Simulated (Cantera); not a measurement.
Equilibrium for silicon epitaxy and polysilicon growth: Si3H8 + HCl + H2

A closed system holds: 1 mol Si3H8, 3.7 mol HCl, 31 mol H2, held at 1725 K and 9.75 Torr.

These are equilibrium values from Cantera (NASA tables, ideal gas, pure condensed phases), not measurements of a reactor. Candidate condensed phases: Si; 19 gas species. The feed counts by its element totals alone. The tables' values for SiCl3, SiCl are old estimates; treat these amounts as uncertain. Gases not in the tables: Si2H6 and higher silanes. The numbers say what is thermodynamically allowed, not how fast it happens.

```
Item            Value
----------  ---------
x(H2)           0.918
x(HCl)         0.0642
x(SiCl2)       0.0155
x(H)          0.00156
x(Cl)         8.45e-5
x(SiCl3)      8.41e-5
x(SiCl)       8.21e-5
x(Si)         7.81e-5
x(SiH2)       1.58e-5
n(Si(l))     2.39 mol
gas amount  38.73 mol
```
